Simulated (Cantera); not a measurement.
A perfectly stirred reactor is fed with CO : O₂ : H₂O : N₂ : H₂ = 0.0065 : 0.031 : 0.02 : 1 : 0.01 (molar parts), equivalence ratio 0.27, at 4.30 bar; it is held at 1350 K, and followed from long to short residence time.

Cantera simulation using GRI-Mech 3.0 (53 species, 325 reactions); the numbers are that mechanism's predictions, not measurements. The hydrogen kinetics of GRI-Mech 3.0 are dated; newer H2 mechanisms differ, most at raised pressure.

x: mole fraction; the columns are a selection and need not sum to one.

```tsv
τ (s)	x CO	x O₂	x H₂O	x OH	x NO
20	2.85e-6	0.0215	0.0283	…	2.31e-7
6.9	6.10e-6	0.0215	0.0283	…	2.68e-7
2.3	1.33e-5	0.0215	0.0283	…	3.27e-7
0.79	2.81e-5	0.0215	0.0283	…	3.97e-7
0.27	5.95e-5	0.0215	0.0283	…	4.46e-7
0.091	0.000126	0.0215	0.0283	…	4.31e-7
0.031	0.000263	0.0216	0.0282	…	3.53e-7
0.010	0.000547	0.0218	0.0282	…	2.59e-7
0.0035	0.00102	0.0220	0.0280	…	2.03e-7
0.0012	0.00178	0.0225	0.0278	…	1.86e-7
0.00041	0.00279	0.0231	0.0273	…	2.06e-7
```

### Question
Fill in the missing entries.

### Answer

- 20, x OH: 8.91e-6
- 6.9, x OH: 1.20e-5
- 2.3, x OH: 1.65e-5
- 0.79, x OH: 2.26e-5
- 0.27, x OH: 3.10e-5
- 0.091, x OH: 4.28e-5
- 0.031, x OH: 5.90e-5
- 0.010, x OH: 8.32e-5
- 0.0035, x OH: 0.000116
- 0.0012, x OH: 0.000165
- 0.00041, x OH: 0.000235
